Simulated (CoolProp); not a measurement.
CH3F (R41) along the isobar 0.154 MPa: density (kg/m³) from the reference equation and from simpler models built on Tc = 44.1 °C, pc = 5.906 MPa, ω = 0.200; each cubic takes its own stable root.

Computed with CoolProp (reference Helmholtz-energy equation of state, Lemmon 2006). It is a short technical equation, of lower accuracy than the large ones.

```json
[
 {"T (°C)": "-82.55", "phase": "liquid", "reference": "890.0"},
 {"T (°C)": "-74.75", "phase": "liquid", "reference": "873.6"},
 {"T (°C)": "-66.95", "phase": "gas", "reference": "3.222"},
 {"T (°C)": "-59.15", "phase": "gas", "reference": "3.079"},
 {"T (°C)": "-51.35", "phase": "gas", "reference": "2.952"},
 {"T (°C)": "-43.65", "phase": "gas", "reference": "2.839"},
 {"T (°C)": "-35.85", "phase": "gas", "reference": "2.735"},
 {"T (°C)": "-28.05", "phase": "gas", "reference": "2.639"},
 {"T (°C)": "-20.25", "phase": "gas", "reference": "2.550"},
 {"T (°C)": "-12.45", "phase": "gas", "reference": "2.468"},
 {"T (°C)": "-4.65", "phase": "gas", "reference": "2.391"},
 {"T (°C)": "3.15", "phase": "gas", "reference": "2.320"}
]
```

Q: How far does each simpler model (van der Waals, Soave-Redlich-Kwong, Peng-Robinson) lie from the reference over these 12 states: mean and median of the absolute difference, and the worst?

A: 
- van der Waals: mean 17.8 %, median 1.5 %, worst -99.6 % at -74.75 °C and 0.154 MPa
- Soave-Redlich-Kwong: mean 4.1 %, median 0.8 %, worst -20.7 % at -82.55 °C and 0.154 MPa
- Peng-Robinson: mean 2.3 %, median 0.7 %, worst -10.4 % at -82.55 °C and 0.154 MPa

At some of these states van der Waals gives the other phase, because its saturation line lies elsewhere.
